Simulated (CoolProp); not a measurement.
Vapour-liquid equilibrium of ethanol (1) + n-nonane (2) at 0.572 MPa; x and y are mole fractions of (1).

Values from CoolProp's multi-fluid Helmholtz-energy mixture model, Schroeder 2014 and Lemmon 2006; pair parameters Bell 2016.

```json
[
 {"x": "0.05", "bubble temperature, mixture model (°C)": "197.1", "bubble temperature, Raoult's law (°C)": "212.1", "y, mixture model": "0.455", "y, Raoult's law": "0.328"},
 {"x": "0.125", "bubble temperature, mixture model (°C)": "168.5", "bubble temperature, Raoult's law (°C)": "193.6", "y, mixture model": "0.716", "y, Raoult's law": "0.574"},
 {"x": "0.2", "bubble temperature, mixture model (°C)": "154.6", "bubble temperature, Raoult's law (°C)": "180.8", "y, mixture model": "0.805", "y, Raoult's law": "0.705"},
 {"x": "0.275", "bubble temperature, mixture model (°C)": "147.1", "bubble temperature, Raoult's law (°C)": "171.3", "y, mixture model": "0.845", "y, Raoult's law": "0.786"},
 {"x": "0.35", "bubble temperature, mixture model (°C)": "142.9", "bubble temperature, Raoult's law (°C)": "163.7", "y, mixture model": "0.867", "y, Raoult's law": "0.840"},
 {"x": "0.425", "bubble temperature, mixture model (°C)": "140.2", "bubble temperature, Raoult's law (°C)": "157.5", "y, mixture model": "0.880", "y, Raoult's law": "0.879"},
 {"x": "0.5", "bubble temperature, mixture model (°C)": "138.4", "bubble temperature, Raoult's law (°C)": "152.2", "y, mixture model": "0.890", "y, Raoult's law": "0.908"},
 {"x": "0.575", "bubble temperature, mixture model (°C)": "137.0", "bubble temperature, Raoult's law (°C)": "147.7", "y, mixture model": "0.898", "y, Raoult's law": "0.931"},
 {"x": "0.65", "bubble temperature, mixture model (°C)": "135.8", "bubble temperature, Raoult's law (°C)": "143.7", "y, mixture model": "0.907", "y, Raoult's law": "0.949"},
 {"x": "0.725", "bubble temperature, mixture model (°C)": "134.6", "bubble temperature, Raoult's law (°C)": "140.2", "y, mixture model": "0.917", "y, Raoult's law": "0.964"},
 {"x": "0.8", "bubble temperature, mixture model (°C)": "133.4", "bubble temperature, Raoult's law (°C)": "137.0", "y, mixture model": "0.929", "y, Raoult's law": "0.976"},
 {"x": "0.875", "bubble temperature, mixture model (°C)": "132.1", "bubble temperature, Raoult's law (°C)": "134.1", "y, mixture model": "0.948", "y, Raoult's law": "0.986"},
 {"x": "0.95", "bubble temperature, mixture model (°C)": "130.8", "bubble temperature, Raoult's law (°C)": "131.5", "y, mixture model": "0.975", "y, Raoult's law": "0.995"}
]
```

The largest gap from Raoult's law is -26.2 K in bubble temperature, at x = 0.2. No azeotrope shows between x = 0.05 and 0.95.

The pair parameters rest on a limited set of measurements; away from them the model extrapolates. With so large a gap from Raoult's law the liquid may split in two, which this calculation doesn't test in full.
